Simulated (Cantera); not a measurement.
Feed: 1 mol SiF4, a varied amount of NH3, 3.9 mol H2, equilibrated at 1425 K and 1200 Pa.

Method: chemical equilibrium by Gibbs-energy minimisation in Cantera with the NASA 1993 tables (ideal gas, pure condensed phases). Candidate condensed phases: Si, Si3N4; 37 gas species. Kinetics and transport are ignored.

### Question
Which condensed phases are stable at each of these points (n(NH3) (mol)): 6.2, 9.5, 13, 16, 19, 22, 26, 29?

### Answer
| n(NH3) (mol) | condensed phases | Si condensed (%) |
|---|---|---|
| 6.2 | gas only | 0.0 |
| 9.5 | gas only | 0.0 |
| 13 | gas only | 0.0 |
| 16 | Si3N4(s) | 0.3 |
| 19 | Si3N4(s) | 0.7 |
| 22 | Si3N4(s) | 1.2 |
| 26 | Si3N4(s) | 1.8 |
| 29 | Si3N4(s) | 2.2 |

From 6.2 mol NH3 to 13 mol NH3 nothing is condensed. From 16 mol NH3 to 29 mol NH3 the condensed part is Si3N4(s).
